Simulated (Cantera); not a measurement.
**C2F6 + CH4 + H2 (fluorocarbon and chlorocarbon gases)**

A closed system holds: 1 mol C2F6, 0.95 mol CH4, 11 mol H2, at 100000 Pa.

Equilibrium computed with Cantera from the NASA thermochemical tables; the gas is ideal and each condensed phase is pure. Candidate condensed phases: C, C6H6, C7H8, C8H18; 95 gas species. The feed counts by its element totals alone. The numbers say what is thermodynamically allowed, not how fast it happens.

From 2225 K to 3275 K the condensed part is C(graphite). At 3425 K nothing is condensed. The main C-bearing gas is C2H2 (acetylene) throughout. The share of C in condensed phases is highest at 2225 K (98.0 %) and lowest at 3425 K (0.0 %).

```json
[
 {"T (K)": "2225", "x H2": "0.617", "x HF": "0.376", "x H": "0.00509", "x C2H2 (acetylene)": "0.00181", "x C2H": "5.54e-7", "n C(graphite)": "2.89"},
 {"T (K)": "2375", "x H2": "0.610", "x HF": "0.375", "x H": "0.0110", "x C2H2 (acetylene)": "0.00379", "x C2H": "3.71e-6", "n C(graphite)": "2.83"},
 {"T (K)": "2525", "x H2": "0.598", "x HF": "0.373", "x H": "0.0217", "x C2H2 (acetylene)": "0.00718", "x C2H": "1.97e-5", "n C(graphite)": "2.71"},
 {"T (K)": "2675", "x H2": "0.578", "x HF": "0.370", "x H": "0.0393", "x C2H2 (acetylene)": "0.0124", "x C2H": "8.58e-5", "n C(graphite)": "2.53"},
 {"T (K)": "2825", "x H2": "0.548", "x HF": "0.365", "x H": "0.0661", "x C2H2 (acetylene)": "0.0199", "x C2H": "0.000315", "n C(graphite)": "2.26"},
 {"T (K)": "2975", "x H2": "0.507", "x HF": "0.357", "x H": "0.104", "x C2H2 (acetylene)": "0.0293", "x C2H": "0.000997", "n C(graphite)": "1.86"},
 {"T (K)": "3125", "x H2": "0.453", "x HF": "0.346", "x H": "0.154", "x C2H2 (acetylene)": "0.0399", "x C2H": "0.00276", "n C(graphite)": "1.29"},
 {"T (K)": "3275", "x H2": "0.387", "x HF": "0.331", "x H": "0.213", "x C2H2 (acetylene)": "0.0500", "x C2H": "0.00676", "n C(graphite)": "0.381"},
 {"T (K)": "3425", "x H2": "0.329", "x HF": "0.312", "x H": "0.285", "x C2H2 (acetylene)": "0.0430", "x C2H": "0.0108", "n C(graphite)": "0"}
]
```
x: gas mole fraction; n: condensed amount in mol.
